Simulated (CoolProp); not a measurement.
The numbers come from the reference Helmholtz-energy equation of state, Thol 2017 in CoolProp.

**Question.** Give the vapour pressure (kPa), liquid density (kg/m³), enthalpy of vaporisation (kJ/kg), surface tension (mN/m) of saturated decamethyltetrasiloxane (MD2M) at 122.35, 128.85, 161.35 °C.

**Answer.** 
| T (°C) | p (kPa) | liquid density (kg/m³) | enthalpy of vaporisation (kJ/kg) | surface tension (mN/m) |
|---|---|---|---|---|
| 122.35 | 11.4 | 750 | 155 | 9.97 |
| 128.85 | 14.5 | 743 | 153 | 9.52 |
| 161.35 | 41.9 | 707 | 142 | 7.39 |

Surface tension comes from a separate correlation (Mulero 2014), older than this fluid's equation and unchecked against measurements.
